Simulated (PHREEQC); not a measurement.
**Ultrapure water in contact with air or piping**

Model water analysis in mg/L, 65 °C, pH 6.12, pe 12.4: Na 0.12; K 0.00887; Ca 0.00975; Mg 0.0075; Cl 0.114; S(6) as SO4 0.137; Alkalinity as HCO3 0.0152; Sr 0.00162; Ba 0.00492.

Na is adjusted to close the charge balance.
Valence states are taken as typed.

All values are PHREEQC results (ion-association model, phreeqc.dat), not measurements.

This is a speciation only: nothing precipitates in the calculation.

Estimate the activity of water.

activity of water 0.992.

In which forms is C present?

CO2 60 %, HCO3- 40 % of the C.

Constants without temperature data keep their 25 °C values here.
